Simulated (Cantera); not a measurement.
Charge: 1 mol Si3N4, 8 mol HCl, 8.5 mol H2, equilibrated at 13.3 mbar.

Equilibrium computed with Cantera from the NASA thermochemical tables; the gas is ideal and each condensed phase is pure. Candidate condensed phases: NH4Cl, Si, Si3N4; 28 gas species. Kinetics and transport are ignored.

### Question
At 848 K, list the 5 most abundant gas species with their mole fractions, and the condensed phases.

### Answer
H2 0.609, HCl 0.318, SiCl4 0.0434, N2 0.0290, SiHCl3 0.000135. Condensed: Si3N4(s).
